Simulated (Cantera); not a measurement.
Charge: 1 mol CuO, 4.3 mol CH₄, 1.8 mol N₂, at 2575 K and 290 Pa.

These are equilibrium values from Cantera (NASA tables, ideal gas, pure condensed phases), not measurements of a reactor. The numbers say what is thermodynamically allowed, not how fast it happens.

| species | before | after |
|---|---|---|
| H₂ | 0.354 | 0.666 |
| N₂ | 0.107 | 0.140 |
| CO | 0.0651 | 0.0795 |
| H | 0.383 | 0.0288 |
| HCN | 0.0165 | 0.00493 |
| Cu | 0.0651 | 0.0795 |
| C₂ | 4.97e-5 | 1.42e-9 |
| C₃ | 0.000532 | 1.67e-8 |
| C | 0.000156 | 1.71e-8 |
| C₂H | 0.000471 | 5.20e-7 |
| CN | 0.00115 | 5.29e-6 |
| C₄H₂ | 3.17e-5 | 2.14e-7 |
| C(graphite), mol | 2.79 | 3.22 |
Gas species are given as mole fractions.

Q: What was changed between the two runs?
A) pressure from 290 Pa to 133 Pa
B) temperature from 2575 K to 1075 K
C) temperature from 2575 K to 2023 K
D) temperature from 2575 K to 1900 K

A: C, temperature from 2575 K to 2023 K
